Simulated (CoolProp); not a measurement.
Vapour-liquid equilibrium of ethylene (1) + propylene (2) at 181.8 K; x and y are mole fractions of (1).

Values from CoolProp's multi-fluid Helmholtz-energy mixture model, Smukala 2000 and Lemmon 2013; pair parameters Bell 2016.

```
x      bubble pressure (MPa)  y at the bubble point  dew pressure at overall composition x (MPa)  liquid density (mol/L)
-----  ---------------------  ---------------------  -------------------------------------------  ----------------------
0.05                 0.01838                  0.587                                     0.008339                   15.90
0.125                0.03400                  0.792                                     0.009028                   16.17
0.2                  0.04943                    ___                                     0.009841                   16.44
0.275                0.06455                  0.907                                      0.01082                     ___
0.35                 0.07930                  0.931                                      0.01200                   16.99
0.425                0.09367                  0.948                                      0.01348                   17.28
0.5                      ___                  0.960                                      0.01538                   17.57
0.575                 0.1213                  0.969                                      0.01789                     ___
0.65                  0.1348                  0.976                                      0.02139                   18.16
0.725                 0.1482                  0.982                                      0.02659                   18.46
0.8                   0.1616                  0.988                                      0.03510                   18.77
0.875                 0.1753                  0.993                                      0.05158                   19.07
0.95                  0.1895                  0.997                                      0.09615                   19.38
```

**Question.** Complete the blanks.

**Answer.** 
- 0.2, y at the bubble point: 0.868
- 0.275, liquid density (mol/L): 16.71
- 0.5, bubble pressure (MPa): 0.1077
- 0.575, liquid density (mol/L): 17.86

No azeotrope shows between x = 0.05 and 0.95.

Pair parameters are fitted to limited data, so mixtures are less certain than the pure fluids.
